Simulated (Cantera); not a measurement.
Feed: 1 mol C6H6, 1.3 mol O2, 1.9 mol H2, a varied amount of H2O, held at 1025 °C and 100000 Pa.

Equilibrium computed with Cantera from the NASA thermochemical tables; the gas is ideal and each condensed phase is pure. Candidate condensed phases: C, C6H6, C7H8, C8H18, H2O; 110 gas species. Rates play no part.

What share of the C ends up in condensed phases as a function of n(H2O) (mol), at 0.2, 0.27, 0.36, 0.49, 0.67, 0.91, 1.2, 1.7, 2.3, 3.1, 4.2, 5.8?


```json
[
 {"n(H2O) (mol)": "0.2", "C condensed (%)": "53.3", "as": "C(graphite)"},
 {"n(H2O) (mol)": "0.27", "C condensed (%)": "52.1", "as": "C(graphite)"},
 {"n(H2O) (mol)": "0.36", "C condensed (%)": "50.6", "as": "C(graphite)"},
 {"n(H2O) (mol)": "0.49", "C condensed (%)": "48.5", "as": "C(graphite)"},
 {"n(H2O) (mol)": "0.67", "C condensed (%)": "45.5", "as": "C(graphite)"},
 {"n(H2O) (mol)": "0.91", "C condensed (%)": "41.5", "as": "C(graphite)"},
 {"n(H2O) (mol)": "1.2", "C condensed (%)": "36.7", "as": "C(graphite)"},
 {"n(H2O) (mol)": "1.7", "C condensed (%)": "28.4", "as": "C(graphite)"},
 {"n(H2O) (mol)": "2.3", "C condensed (%)": "18.4", "as": "C(graphite)"},
 {"n(H2O) (mol)": "3.1", "C condensed (%)": "5.1", "as": "C(graphite)"},
 {"n(H2O) (mol)": "4.2", "C condensed (%)": "0.0", "as": "-"},
 {"n(H2O) (mol)": "5.8", "C condensed (%)": "0.0", "as": "-"}
]
```
